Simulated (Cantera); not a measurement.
What does this Cantera script print?

```python
import numpy as np
import cantera as ct

gas_names = """
    C CH CH2 CH3 CH2OH CH3O CH4 CH3OH CO CO2 COOH C2 C2H CHCO,ketyl C2H2,acetylene C2H2,vinylidene
    CH2CO,ketene C2H3,vinyl CH3CO,acetyl C2H4 C2H4O,ethylen CH3CHO,ethanal CH3COOH (HCOOH)2 C2H5 C2H6
    CH3OCH3 C2H5OH C2O C3 C3H3,propargyl C3H4,allene C3H4,propyne C3H4,cyclo- C3H5,allyl C3H6,propylene
    C3H6,cyclo- C3H6O C3H7,n-propyl C3H7,i-propyl C3H8 C3H8O,1propanol C3H8O,2propanol C3O2 C4 C4H2
    C4H4,1,3-cyclo- C4H6,butadiene C4H6,2-butyne C4H6,cyclo- C4H8,1-butene C4H8,cis2-buten
    C4H8,tr2-butene C4H8,isobutene C4H8,cyclo- (CH3COOH)2 C4H9,n-butyl C4H9,i-butyl C4H9,s-butyl
    C4H9,t-butyl C4H10,isobutane C4H10,n-butane C5 C5H6,1,3cyclo- C5H8,cyclo- C5H10,1-pentene
    C5H10,cyclo- C5H11,pentyl C5H11,t-pentyl C5H12,n-pentane C5H12,i-pentane CH3C(CH3)2CH3 C6H2
    C6H5,phenyl C6H5O,phenoxy C6H6 C6H5OH,phenol C6H10,cyclo- C6H12,1-hexene C6H12,cyclo- C6H13,n-hexyl
    C7H7,benzyl C7H8 C7H8O,cresol C7H14,1-heptene C7H15,n-heptyl C7H16,n-heptane C8H8,styrene
    C8H10,ethylbenz C8H16,1-octene C8H17,n-octyl C8H18,isooctane C8H18,n-octane C9H19,n-nonyl
    C10H8,naphthale C10H21,n-decyl C12H9,o-bipheny C12H10,bipheny H HCO HO2 H2 HCHO,formaldehy HCOOH H2O
    H2O2 O OH O2 O3 Ta TaO TaO2
""".split()
cond_names = """
    C(gr) C6H6(L) C7H8(L) C8H18(L),n-octa H2O(s) H2O(L) Ta(cr) Ta(L) TaC(s) TaC(L) Ta2O5(s) Ta2O5(L)
""".split()


def load(file, names, dense=False):
    # The tables refer to 1 bar. Condensed volumes are neglected.
    table = {s.name: s for s in ct.Species.list_from_file(file)}
    out = []
    for n in names:
        d = dict(table[n].input_data)
        d["thermo"] = dict(d["thermo"], **{"reference-pressure": 1e5})
        if dense:
            d["equation-of-state"] = {"model": "constant-volume", "density": "1e6 g/cm^3"}
        out.append(ct.Species.from_dict(d))
    return out


gas = ct.Solution(thermo="ideal-gas", species=load("nasa_gas.yaml", gas_names))
cond = {s.name: ct.Solution(thermo="fixed-stoichiometry", species=[s], name=s.name)
        for s in load("nasa_condensed.yaml", cond_names, dense=True)}
atoms = {
    'Ta(OEt)5': {'Ta': 1, 'C': 10, 'H': 25, 'O': 5},
    'O2': {'O': 2},
    'H2': {'H': 2},
}
top_T = {'C(gr)': 4500}  # K; cautious upper limits of use, not melting points


def equilibrate(T, P, feed):
    n = {}
    for name, mol in feed.items():
        for a, k in atoms[name].items():
            n[a] = n.get(a, 0.0) + k * mol
    gas.TPX = T, P, n
    mass = sum(n.values()) * gas.mean_molecular_weight
    gas.equilibrate("TP")
    valid = [c for c in cond.values() if c.min_temp <= T <= top_T.get(c.name, c.max_temp)]
    mix = ct.Mixture([(gas, mass / gas.mean_molecular_weight)] + [(c, 0.0) for c in valid])
    mix.T, mix.P = T, P
    mix.equilibrate("TP", solver="vcs", rtol=1e-11, max_steps=5000)
    return mix


results = []
feed = {'Ta(OEt)5': 1, 'O2': 0.91, 'H2': 190}  # mol
T = 2348  # K
P = 100000  # Pa
mix = equilibrate(T, P, feed)
results.append((T, P, feed, dict(zip(mix.species_names, mix.species_moles))))
x = sorted(zip(gas.X, gas.species_names), reverse=True)
print(f"T = {T:g} K  P = {P:g} Pa  gas = {mix.phase_moles(0):.4g} mol")
print("   x: " + "  ".join(f"{s} {v:.3e}" for v, s in x if v > 1e-05))
print("   condensed (mol): " + ("  ".join(f"{mix.phase(i).name} {mix.phase_moles(i):.4g}"
      for i in range(1, mix.n_phases) if mix.phase_moles(i) > 1e-12) or "none"))
```

Result:

```
T = 2348 K  P = 100000 Pa  gas = 210.5 mol
   x: H2 9.503e-01  CO 3.239e-02  H 1.204e-02  C2H2,acetylene 5.034e-03  CH4 1.737e-04  CH3 4.092e-05  C4H2 1.094e-05
   condensed (mol): TaC(s) 1
```

Cantera equilibrium calculation (NASA polynomials, part measured and part estimated; ideal gas, pure solids and liquids). The feed counts by its element totals alone. TaC: taken at fixed stoichiometry. Condensed phases not in the tables: Ta2C.
